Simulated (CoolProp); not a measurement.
R123 along the isotherm 281.2 K: fugacity coefficient from the reference equation and from simpler models built on Tc = 456.8 K, pc = 36.62 bar, ω = 0.282; each cubic takes its own stable root.

The numbers come from the reference Helmholtz-energy equation of state, Younglove 1994 in CoolProp. It is a modified Benedict-Webb-Rubin equation, recast in Helmholtz form.

```
p (bar)   phase  reference
-------  ------  ---------
0.579    liquid     0.7851
1.1      liquid     0.4142
2.08     liquid     0.2200
3.94     liquid     0.1171
7.48     liquid    0.06262
14.2     liquid    0.03396
26.9     liquid    0.01894
50.9     liquid    0.01110
96.6     liquid   0.007118
183      liquid   0.005426
```

**Question.** How far does each simpler model (van der Waals, Redlich-Kwong) lie from the reference over these 10 states: mean and median of the absolute difference, and the worst?

**Answer.** 
- van der Waals: mean 571.4 %, median 641.2 %, worst +1069.4 % at 281.2 K and 183 bar
- Redlich-Kwong: mean 103.2 %, median 108.2 %, worst +128.0 % at 281.2 K and 183 bar

At some of these states van der Waals, Redlich-Kwong gives the other phase, because its saturation line lies elsewhere.
